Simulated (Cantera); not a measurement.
Ignition delay

Mixture: CH4 : O2 : N2 : H2O = 1 : 0.909 : 2.82 : 0.43 (molar parts), at 1.01 bar, adiabatic and at constant volume. Ignition delay is the time to a rise of 400 K.

Computed with Cantera and GRI-Mech 3.0 (53 species, 325 reactions).

| T0 (K) | delay (ms) |
|---|---|
| 1023 | 1050 |
| 1123 | 212 |
| 1223 | 50.3 |
| 1323 | 13.5 |
| 1423 | 3.95 |
| 1523 | 1.28 |

- apparent activation energy between 1323 and 1523 K: 200 kJ/mol
